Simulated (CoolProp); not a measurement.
The fluid at 372.01 K and 2.23 MPa is throttled through a valve to 1.34 MPa with no heat exchange. The same conditions are run with several fluids, on thermodynamics alone (safety and materials aside).

Values from CoolProp's reference Helmholtz-energy equation of state of each fluid (chlorine: Thol 2021; ammonia: Gao 2020; nitrous oxide: Lemmon 2006; carbon dioxide: Span 1996; R1132(E): Akasaka 2024).

| fluid | temperature change (K) | final density (kg/m³) |
|---|---|---|
| chlorine | (withheld) | 35.8 |
| ammonia | -11.9 | 8.21 |
| nitrous oxide | (withheld) | (withheld) |
| carbon dioxide | -5.7 | (withheld) |
| R1132(E) | -8.3 | 30.9 |

### Question
Some entries are withheld; supply them.

### Answer

- chlorine, temperature change (K): -16.6
- nitrous oxide, temperature change (K): -6.0
- nitrous oxide, final density (kg/m³): 20.1
- carbon dioxide, final density (kg/m³): 20.0
